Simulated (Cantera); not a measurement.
Feed: 1 mol SiH4, 0.51 mol O3, 84 mol N2, at 1473 K and 870 Pa.

Method: chemical equilibrium by Gibbs-energy minimisation in Cantera with the NASA 1993 tables (ideal gas, pure condensed phases). Candidate condensed phases: H2O, Si, SiO2, Si2N2O, Si3N4; 35 gas species. N2 is the only nitrogen source here; it is nearly inert below about 1500 K, so the nitride shown seldom forms there in practice. Mutual solubility and eutectic melting of coexisting phases are not modelled. The tables hold silica as quartz up to 1696 K and as liquid above; real silica turns to tridymite and cristobalite and melts near 1996 K. Rates play no part.

Base state: N2 0.976, H2 0.0233, SiO 0.000600, H 2.07e-5 (mole fractions); condensed: SiO2(β-quartz) + Si2N2O(s).

Question: What changes in the equilibrium state with this change: pressure from 870 Pa to 520 Pa?

Answer: 
```json
[
 {"species": "N2", "before": "0.976", "after": "0.976"},
 {"species": "H2", "before": "0.0233", "after": "0.0232"},
 {"species": "SiO", "before": "0.000600", "after": "0.00119"},
 {"species": "H", "before": "2.07e-5", "after": "2.67e-5"},
 {"species": "SiO2(β-quartz), mol", "before": "0.669", "after": "0.652"},
 {"species": "Si2N2O(s), mol", "before": "0.140", "after": "0.123"}
]
```
